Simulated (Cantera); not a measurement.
# Chlorosilane synthesis and conversion: Si + Cl₂ + H₂

Charge: 1 mol Si, 0.68 mol Cl₂, 12 mol H₂, equilibrated at 0.640 bar.

Method: chemical equilibrium by Gibbs-energy minimisation in Cantera with the NASA 1993 tables (ideal gas, pure condensed phases). Candidate condensed phases: Si; 19 gas species. The tables' values for SiCl₃ are old estimates; treat these amounts as uncertain. Kinetics and transport are ignored.

```csv
T (K),x H₂,x HCl,x SiCl₂,x SiCl₄,x SiHCl₃,x SiCl₃,x SiH₂Cl₂,n Si(s)
973,0.964,0.00659,7.25e-5,0.0156,0.0128,0.000199,0.00110,0.633
1073,0.958,0.0144,0.000423,0.0141,0.0115,0.000611,0.00109,0.658
1173,0.949,0.0266,0.00169,0.0113,0.00942,0.00139,0.00100,0.692
1273,0.937,0.0416,0.00477,0.00735,0.00661,0.00231,0.000824,0.727
1373,0.925,0.0553,0.00950,0.00346,0.00366,0.00266,0.000573,0.750
1473,0.917,0.0634,0.0138,0.00117,0.00159,0.00217,0.000339,0.759
1573,0.914,0.0666,0.0164,0.000340,0.000620,0.00146,0.000186,0.759
```
x: gas mole fraction; n: condensed amount in mol.

From 973 K to 1573 K the condensed part is Si(s). The main Si-bearing gas is SiCl₄ at 973 K and SiCl₂ at 1573 K.
